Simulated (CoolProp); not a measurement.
Properties of normal hydrogen at several states.

Values from CoolProp's reference Helmholtz-energy equation of state, Leachman 2009.

```
T (K)  p (kPa)          phase  cp (kJ/(kg K))  Joule-Thomson coefficient (K/MPa)  fugacity coefficient
-----  -------  -------------  --------------  ---------------------------------  --------------------
687.5     34.2            gas           14.60                            -0.5698                 1.000
894.3     4450  supercritical           14.83                            -0.5875                 1.010
985.6     3550  supercritical           14.97                            -0.5882                 1.007
240.2     14.7            gas           13.97                            -0.1576                 1.000
889.1      275            gas           14.82                            -0.5893                 1.001
```
